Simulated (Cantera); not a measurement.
**Gas activation for diamond growth**

A perfectly stirred reactor is fed with CH4 : H2 = 0.019 : 1 (molar parts), at 10.00 Torr; it is held at 2600 K, and followed from long to short residence time.

Model: GRI-Mech 3.0 (53 species, 325 reactions), integrated in Cantera. GRI-Mech 3.0 stops at C3 and has no aromatics, soot or wall deposition, so with more carbon than oxygen in the feed, carbon stays in small species such as C2H2 where larger ones or solid carbon would form. Radical loss at walls, strong at low pressure, is not modelled.

| τ (s) | x CH4 | x H2 | x C2H | x H | x CH2 | x C2H6 | x CH3 |
|---|---|---|---|---|---|---|---|
| 0.44 | 1.42e-5 | 0.821 | 0.000149 | 0.171 | 1.74e-5 | 6.96e-12 | 5.11e-5 |
| 0.29 | 2.91e-5 | 0.850 | 0.000121 | 0.141 | 2.28e-5 | 2.60e-11 | 8.41e-5 |
| 0.19 | 6.19e-5 | 0.878 | 9.54e-5 | 0.114 | 2.93e-5 | 1.02e-10 | 0.000139 |
| 0.13 | 0.000117 | 0.898 | 7.73e-5 | 0.0935 | 3.58e-5 | 3.19e-10 | 0.000213 |
| 0.084 | 0.000224 | 0.914 | 6.19e-5 | 0.0764 | 4.39e-5 | 1.01e-9 | 0.000327 |
| 0.055 | 0.000389 | 0.926 | 5.10e-5 | 0.0645 | 5.24e-5 | 2.68e-9 | 0.000474 |
| 0.037 | 0.000614 | 0.934 | 4.32e-5 | 0.0562 | 6.12e-5 | 5.99e-9 | 0.000648 |
| 0.024 | 0.000967 | 0.941 | 3.63e-5 | 0.0491 | 7.16e-5 | 1.33e-8 | 0.000886 |
| 0.016 | 0.00143 | 0.946 | 3.08e-5 | 0.0438 | 8.20e-5 | 2.62e-8 | 0.00116 |
| 0.011 | 0.00201 | 0.950 | 2.62e-5 | 0.0397 | 9.18e-5 | 4.71e-8 | 0.00147 |
| 0.0070 | 0.00295 | 0.953 | 2.11e-5 | 0.0353 | 0.000103 | 9.05e-8 | 0.00192 |
x: mole fraction; the columns are a selection and need not sum to one.
